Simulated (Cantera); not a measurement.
An isothermal, constant-pressure homogeneous reactor starts with CO : O₂ : H₂O : N₂ = 0.018 : 0.033 : 0.00023 : 1 (molar parts), equivalence ratio 0.27, at 1475 K and 10.0 bar. Integrator tolerance rtol = 1e-08.

Cantera simulation using GRI-Mech 3.0 (53 species, 325 reactions); the numbers are that mechanism's predictions, not measurements.

Problem. What does this change do: temperature 1475 to 1325 K?

Solution. 
```csv
quantity,before,after
x(CO) at 30.0 s,1.21e-7 (gas-phase equilibrium 1.22e-7),9.05e-9 (gas-phase equilibrium 9.07e-9)
x(O₂) at 30.0 s,0.0230 (gas-phase equilibrium 0.0228),0.0230 (gas-phase equilibrium 0.0229)
x(H₂O) at 30.0 s,0.000220 (gas-phase equilibrium 0.000220),0.000221 (gas-phase equilibrium 0.000221)
x(H) at 30.0 s,1.03e-10 (gas-phase equilibrium 1.03e-10),4.10e-12 (gas-phase equilibrium 4.11e-12)
x(NO) at 30.0 s,1.69e-5 (gas-phase equilibrium 0.000395),5.03e-6 (gas-phase equilibrium 0.000170)
x(N₂O) at 30.0 s,8.55e-8 (gas-phase equilibrium 8.52e-8),3.90e-8 (gas-phase equilibrium 3.89e-8)
```
